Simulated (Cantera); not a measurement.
Input: 1 mol Si₃N₄, 6 mol O₂, equilibrated at 1777 °C and 0.100 bar.

These are equilibrium values from Cantera (NASA tables, ideal gas, pure condensed phases), not measurements of a reactor. Candidate condensed phases: Si, SiO₂, Si₂N₂O, Si₃N₄; 16 gas species. The tables hold silica as quartz up to 1696 K and as liquid above; real silica turns to tridymite and cristobalite and melts near 1996 K. The numbers say what is thermodynamically allowed, not how fast it happens.

Base state: O₂ 0.593, N₂ 0.394, NO 0.0104, O 0.00237 (mole fractions); condensed: SiO₂(l).

Q: What changes in the equilibrium state with this change: temperature from 1777 °C to 627 °C?

A: 
```json
[
 {"species": "O₂", "before": "0.593", "after": "0.600"},
 {"species": "N₂", "before": "0.394", "after": "0.400"},
 {"species": "NO", "before": "0.0104", "after": "1.11e-5"},
 {"species": "O", "before": "0.00237", "after": "<1e-9"},
 {"species": "SiO₂(l), mol", "before": "3.00", "after": "0"},
 {"species": "SiO₂(β-quartz), mol", "before": "0", "after": "3.00"}
]
```

Q: What changes in the equilibrium state with this change: temperature from 1777 °C to 1450 °C?

A: 
```json
[
 {"species": "O₂", "before": "0.593", "after": "0.598"},
 {"species": "N₂", "before": "0.394", "after": "0.398"},
 {"species": "NO", "before": "0.0104", "after": "0.00380"},
 {"species": "O", "before": "0.00237", "after": "0.000139"},
 {"species": "SiO₂(l), mol", "before": "3.00", "after": "0"},
 {"species": "SiO₂(condensed), mol", "before": "0", "after": "3.00"}
]
```

Q: What changes in the equilibrium state with this change: temperature from 1777 °C to 1700 °C?

A: 
```
species                before    after
--------------------  -------  -------
O₂                      0.593    0.595
N₂                      0.394    0.395
NO                     0.0104  0.00847
O                     0.00237  0.00132
SiO₂(l), mol             3.00        0
SiO₂(condensed), mol        0     3.00
```
